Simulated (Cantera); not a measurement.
Cantera run, input and output.

```python
import numpy as np
import cantera as ct

gas = ct.Solution("gri30.yaml")
gas.TPX = 1400, 300, {'C3H8': 1, 'H2': 31, 'N2': 0.21}
reactor = ct.IdealGasConstPressureReactor(gas, energy="off", clone=False)
net = ct.ReactorNet([reactor])
net.rtol, net.atol = 1e-08, 1e-18
show = ['C3H8', 'H2', 'C2H', 'H', 'CH2', 'CH3']
times = np.geomspace(6e-05, 7, 15)

steps = ct.SolutionArray(gas, extra=["t"])
rows = []
print(f"{'t/s':>10s}{'T/K':>9s}{'P/Pa':>11s}" + "".join(f"{s:>11s}" for s in show))
for t in times:
    while net.time < t:
        t_next = net.step()
        steps.append(gas.state, t=t_next)
    rows.append([np.interp(t, steps.t, y) for y in (steps.T, steps.P, *steps(*show).X.T)])
    print(f"{t:10.3e}{rows[-1][0]:9.1f}{rows[-1][1]:11.4g}" + "".join(f"{x:11.3e}" for x in rows[-1][2:]))
rate = np.gradient(steps.T, steps.t)
print("integrator steps:", len(steps.t))
if steps.T.max() > steps.T[0] + 200:
    print(f"time of steepest temperature rise: {steps.t[rate.argmax()]:.4e} s")
gas.TPX = 1400, 300, {'C3H8': 1, 'H2': 31, 'N2': 0.21}
gas.equilibrate("TP")
print(f"equilibrium (TP): T = {gas.T:.1f} K  " + "  ".join(f"{s} {gas[s].X[0]:.3e}" for s in show))
```

Output:

```
       t/s      T/K       P/Pa       C3H8         H2        C2H          H        CH2        CH3
 6.000e-05   1400.0        300  3.100e-02  9.624e-01  5.521e-20  7.006e-06  1.635e-11  4.573e-05
 1.381e-04   1400.0        300  3.092e-02  9.623e-01  4.872e-18  2.771e-05  2.563e-10  1.061e-04
 3.177e-04   1400.0        300  3.068e-02  9.620e-01  6.239e-16  8.458e-05  4.015e-09  2.757e-04
 7.310e-04   1400.0        300  2.980e-02  9.610e-01  6.064e-14  2.030e-04  5.347e-08  7.677e-04
 1.682e-03   1400.0        300  2.639e-02  9.574e-01  4.132e-12  4.732e-04  4.061e-07  1.857e-03
 3.871e-03   1400.0        300  1.456e-02  9.451e-01  2.757e-10  1.201e-03  1.355e-06  3.169e-03
 8.906e-03   1400.0        300  8.657e-04  9.311e-01  6.324e-09  1.971e-03  1.301e-06  1.708e-03
 2.049e-02   1400.0        300  7.381e-06  9.315e-01  7.273e-09  8.997e-04  3.182e-07  6.397e-04
 4.716e-02   1400.0        300  4.320e-08  9.322e-01  4.791e-09  4.063e-04  7.622e-08  2.858e-04
 1.085e-01   1400.0        300  8.368e-10  9.326e-01  2.940e-09  1.966e-04  1.931e-08  1.376e-04
 2.497e-01   1400.0        300  2.297e-10  9.329e-01  1.795e-09  1.004e-04  5.245e-09  7.008e-05
 5.745e-01   1400.0        300  7.614e-11  9.332e-01  1.143e-09  5.524e-05  1.619e-09  3.844e-05
 1.322e+00   1400.0        300  2.937e-11  9.334e-01  8.358e-10  3.555e-05  6.743e-10  2.467e-05
 3.042e+00   1400.0        300  1.347e-11  9.336e-01  8.436e-10  3.198e-05  5.413e-10  2.211e-05
 7.000e+00   1400.0        300  1.012e-11  9.337e-01  1.282e-09  4.496e-05  1.053e-09  3.096e-05
integrator steps: 1006
equilibrium (TP): T = 1400.0 K  C3H8 4.915e-14  H2 9.505e-01  C2H 3.485e-09  H 8.717e-05  CH2 1.798e-10  CH3 2.719e-06
```

Cantera simulation using GRI-Mech 3.0 (53 species, 325 reactions); the numbers are that mechanism's predictions, not measurements. GRI-Mech 3.0 was tuned for natural gas; its chemistry of propane as a main component is partial and can be far from experiment. GRI-Mech 3.0 stops at C3 and has no aromatics, soot or wall deposition, so with more carbon than oxygen in the feed, carbon stays in small species such as C2H2 where larger ones or solid carbon would form. Radical loss at walls, strong at low pressure, is not modelled.
